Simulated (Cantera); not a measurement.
An isothermal, constant-pressure homogeneous reactor starts with H2 : O2 : H2O = 0.045 : 1 : 0.02 (molar parts), equivalence ratio 0.022, at 1275 K and 210 Pa.

Detailed kinetics in Cantera: the H2/O2 subset of GRI-Mech 3.0, which has no nitrogen chemistry. Radical loss at walls, strong at low pressure, is not modelled. The temperature is held fixed by assumption; the heat of reaction is taken as removed at once.

x: mole fraction; the columns are a selection and need not sum to one.

```tsv
t (s)	x H2	x O2	x O	x H	x H2O	x HO2	x OH
0.000500	0.0423	0.939	7.50e-9	6.24e-9	0.0188	___	6.58e-9
0.00129	0.0423	0.939	4.31e-8	2.04e-8	0.0188	___	3.37e-8
0.00335	0.0423	0.939	6.82e-7	2.66e-7	0.0188	___	5.04e-7
0.00865	0.0415	0.938	0.000404	0.000156	0.0193	___	0.000294
0.0224	0.000976	0.904	0.0293	0.00626	0.0547	4.83e-7	0.00453
0.0579	0.000878	0.905	0.0291	0.00597	0.0550	4.75e-7	0.00437
0.150	0.000840	0.906	0.0277	0.00555	0.0554	4.70e-7	0.00428
0.387	0.000749	0.910	0.0244	0.00462	0.0562	4.56e-7	0.00405
1.00	0.000564	0.917	0.0181	0.00295	0.0578	___	0.00353
2.59	0.000299	0.927	0.00933	0.00110	0.0598	___	0.00258
6.70	9.49e-5	0.934	0.00292	0.000194	0.0613	___	0.00146
17.3	2.05e-5	0.937	0.000624	1.92e-5	0.0619	___	0.000679
44.8	4.07e-6	0.937	0.000124	1.70e-6	0.0622	___	0.000303
116	9.13e-7	0.938	2.78e-5	1.81e-7	0.0623	9.86e-9	0.000144
300	2.49e-7	0.938	7.58e-6	2.58e-8	0.0623	1.00e-8	7.50e-5
```

Problem. Fill in the missing entries.

Solution. 
- 0.000500, x HO2: 1.09e-8
- 0.00129, x HO2: 2.83e-8
- 0.00335, x HO2: 7.33e-8
- 0.00865, x HO2: 2.70e-7
- 1.00, x HO2: 4.19e-7
- 2.59, x HO2: 3.31e-7
- 6.70, x HO2: 1.90e-7
- 17.3, x HO2: 7.20e-8
- 44.8, x HO2: 2.22e-8
